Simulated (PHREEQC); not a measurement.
# Copper plating or etch bath (model solution)

Make-up at 75 °C: 0.023 mol/kgw Cu(NO3)2 and 0.00027 mol/kgw NaCl. It is in equilibrium with CO2 at log p = -1 (atm). Otherwise closed; pH follows from the charge balance.

The numbers come from PHREEQC with the ion-association model, phreeqc.dat.

Each row changes one thing in this solution. Precipitation was switched off in this run.

```csv
case,pH,ionic strength (mol/kgw),Cu2(OH)2+2 (mol/kgw),CuHCO3+ (mol/kgw),HCO3- (mol/kgw),CuOH+ (mol/kgw)
as made,3.93,0.0691,5.11e-5,3.23e-5,6.80e-6,1.02e-6
0.015 mol/kgw MnCl2 added,3.99,0.105,4.21e-5,2.84e-5,8.15e-6,9.02e-7
0.011 mol/kgw BaBr2 added,3.95,0.102,4.96e-5,3.08e-5,?,9.80e-7
NaCl replaced by NaNO3 at the same molality,3.93,?,5.11e-5,3.23e-5,6.80e-6,1.02e-6
0.00064 mol/kgw HBr added,3.27,?,?,7.07e-6,1.49e-6,2.23e-7
```

Question: Some entries are withheld; supply them.

Answer: 
- 0.011 mol/kgw BaBr2 added, HCO3- (mol/kgw): 7.30e-6
- NaCl replaced by NaNO3 at the same molality, ionic strength (mol/kgw): 0.0692
- 0.00064 mol/kgw HBr added, ionic strength (mol/kgw): 0.0698
- 0.00064 mol/kgw HBr added, Cu2(OH)2+2 (mol/kgw): 2.45e-6

Species that the database lacks are ignored. Constants without temperature data keep their 25 °C values here.
